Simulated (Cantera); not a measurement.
Charge: 1 mol TiC, 0.17 mol C, 0.33 mol H2, equilibrated at 2700 K and 1.28 Torr.

Equilibrium computed with Cantera from the NASA thermochemical tables; the gas is ideal and each condensed phase is pure. Candidate condensed phases: C, C6H6, C7H8, C8H18, Ti, TiC; 77 gas species. TiC: taken at fixed stoichiometry. Rates play no part.

Base state: H 0.710, H2 0.265, Ti 0.00974, C2H2 (acetylene) 0.00626, C3 0.00518, C2H 0.00178, C 0.00125, C2 0.000496 (mole fractions); condensed: C(graphite) + TiC(s).

Q: What changes in the equilibrium state with this change: pressure from 1.28 Torr to 1 atm?

A: 
| species | before | after |
|---|---|---|
| H2 | 0.265 | 0.923 |
| H | 0.710 | 0.0542 |
| C2H2 (acetylene) | 0.00626 | 0.0218 |
| Ti | 0.00974 | 1.63e-5 |
| CH4 | 1.34e-8 | 9.64e-5 |
| C | 0.00125 | 2.09e-6 |
| C5 | 3.45e-5 | 5.79e-8 |
| C3 | 0.00518 | 8.68e-6 |
| C(graphite), mol | 0.157 | 0.155 |
| TiC(s), mol | 0.995 | 1.000 |

Q: What changes in the equilibrium state with this change: pressure from 1.28 Torr to 19.5 Torr?

A: 
```csv
species,before,after
H2,0.265,0.689
H,0.710,0.293
C2H2 (acetylene),0.00626,0.0163
Ti,0.00974,0.000637
CH3,6.12e-7,1.00e-5
C,0.00125,8.15e-5
C2,0.000496,3.24e-5
C5,3.45e-5,2.26e-6
C3,0.00518,0.000338
"C(graphite), mol",0.157,0.156
"TiC(s), mol",0.995,1.000
```
